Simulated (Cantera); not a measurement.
What does this Cantera script print?

```python
import numpy as np
import cantera as ct

gas = ct.Solution("h2o2.yaml")
gas.TPX = 900, 1200, {'H2': 0.11, 'O2': 1, 'N2': 1.3}
reactor = ct.IdealGasConstPressureReactor(gas, energy="off", clone=False)
net = ct.ReactorNet([reactor])
net.rtol, net.atol = 1e-08, 1e-18
show = ['H2', 'O2', 'O', 'H', 'H2O2', 'H2O', 'OH']
times = np.geomspace(3e-06, 6, 14)

steps = ct.SolutionArray(gas, extra=["t"])
rows = []
print(f"{'t/s':>10s}{'T/K':>9s}{'P/Pa':>11s}" + "".join(f"{s:>11s}" for s in show))
for t in times:
    while net.time < t:
        t_next = net.step()
        steps.append(gas.state, t=t_next)
    rows.append([np.interp(t, steps.t, y) for y in (steps.T, steps.P, *steps(*show).X.T)])
    print(f"{t:10.3e}{rows[-1][0]:9.1f}{rows[-1][1]:11.4g}" + "".join(f"{x:11.3e}" for x in rows[-1][2:]))
rate = np.gradient(steps.T, steps.t)
print("integrator steps:", len(steps.t))
if steps.T.max() > steps.T[0] + 200:
    print(f"time of steepest temperature rise: {steps.t[rate.argmax()]:.4e} s")
gas.TPX = 900, 1200, {'H2': 0.11, 'O2': 1, 'N2': 1.3}
gas.equilibrate("TP")
print(f"equilibrium (TP): T = {gas.T:.1f} K  " + "  ".join(f"{s} {gas[s].X[0]:.3e}" for s in show))
```

Output:

```
       t/s      T/K       P/Pa         H2         O2          O          H       H2O2        H2O         OH
 3.000e-06    900.0       1200  4.564e-02  4.149e-01  5.077e-17  2.361e-14  4.140e-21  4.231e-19  5.045e-17
 9.158e-06    900.0       1200  4.564e-02  4.149e-01  4.615e-16  7.176e-14  3.784e-20  1.148e-17  4.529e-16
 2.796e-05    900.0       1200  4.564e-02  4.149e-01  4.099e-15  2.165e-13  3.406e-19  2.632e-16  3.902e-15
 8.535e-05    900.0       1200  4.564e-02  4.149e-01  3.636e-14  6.416e-13  3.134e-18  6.354e-15  3.170e-14
 2.606e-04    900.0       1200  4.564e-02  4.149e-01  3.112e-13  1.871e-12  2.939e-17  1.416e-13  2.151e-13
 7.954e-04    900.0       1200  4.564e-02  4.149e-01  2.543e-12  6.096e-12  2.755e-16  2.497e-12  1.181e-12
 2.428e-03    900.0       1200  4.564e-02  4.149e-01  2.843e-11  4.065e-11  2.671e-15  5.182e-11  9.972e-12
 7.413e-03    900.0       1200  4.564e-02  4.149e-01  3.639e-09  4.763e-09  5.583e-14  8.627e-09  1.218e-09
 2.263e-02    900.0       1200  3.613e-02  4.100e-01  2.296e-03  4.134e-03  6.417e-08  7.123e-03  6.736e-04
 6.908e-02    900.0       1200  5.991e-04  4.000e-01  1.819e-03  1.076e-03  8.241e-08  4.528e-02  3.863e-04
 2.109e-01    900.0       1200  5.635e-05  4.012e-01  1.485e-04  1.599e-05  4.904e-08  4.660e-02  7.066e-05
 6.438e-01    900.0       1200  7.065e-06  4.013e-01  1.546e-05  5.182e-07  2.565e-08  4.669e-02  2.190e-05
 1.965e+00    900.0       1200  8.184e-07  4.013e-01  2.104e-06  2.650e-08  1.091e-08  4.670e-02  8.278e-06
 6.000e+00    900.0       1200  7.759e-08  4.013e-01  3.703e-07  1.951e-09  4.282e-09  4.671e-02  3.510e-06
integrator steps: 1568
equilibrium (TP): T = 900.0 K  H2 2.167e-12  O2 4.013e-01  O 3.134e-11  H 1.581e-15  H2O2 2.206e-12  H2O 4.671e-02  OH 3.195e-08
```

Cantera simulation using the H2/O2 subset of GRI-Mech 3.0, which has no nitrogen chemistry; the numbers are that mechanism's predictions, not measurements. Radical loss at walls, strong at low pressure, is not modelled. Below about 950 K walls govern HO2 and H2O2 in real vessels. The temperature is held fixed by assumption; the heat of reaction is taken as removed at once.
